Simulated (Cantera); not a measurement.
Standard-state values (1 bar) from the NASA 1993 polynomials, evaluated with Cantera. Values are per mole of reaction as written; species without (g) are pure solids or liquids, kept so even where they would boil at 1 bar.

4 NO(g) + Ta = 2 N2O(g) + TaO2(g)

| T (K) | ΔH° (kJ) | ΔS° (J/K) | ΔG° (kJ) | log10 K |
|---|---|---|---|---|
| 1075 | … | … | … | … |
| 1275 | … | … | … | … |
| 1475 | -404.3 | -171.1 | -152.0 | 5.38 |
| 1675 | -403.8 | -170.7 | -117.9 | 3.68 |
| 1875 | … | … | … | … |

Problem. Some entries are withheld; supply them.

Solution. 
- 1075, ΔH° (kJ): -405.4
- 1075, ΔS° (J/K): -171.9
- 1075, ΔG° (kJ): -220.6
- 1075, log10 K: 10.72
- 1275, ΔH° (kJ): -404.9
- 1275, ΔS° (J/K): -171.5
- 1275, ΔG° (kJ): -186.3
- 1275, log10 K: 7.63
- 1875, ΔH° (kJ): -403.3
- 1875, ΔS° (J/K): -170.4
- 1875, ΔG° (kJ): -83.8
- 1875, log10 K: 2.33
